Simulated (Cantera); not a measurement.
Input: 1 mol HCl, 4 mol H2, equilibrated at 873.15 K and 13300 Pa.

Equilibrium computed with Cantera from the NASA thermochemical tables; the gas is ideal and each condensed phase is pure. Rates play no part.

Base state: H2 0.800, HCl 0.200 (mole fractions); condensed: gas only.

### Question
What changes in the equilibrium state with this change: HCl replaced by SO2?

### Answer
```
species  before    after
-------  ------  -------
H2O           0    0.500
H2        0.800    0.250
H2S           0    0.250
HCl       0.200        0
S2            0  1.77e-5
```
Further candidate phases: H2O, H2SO4, S.
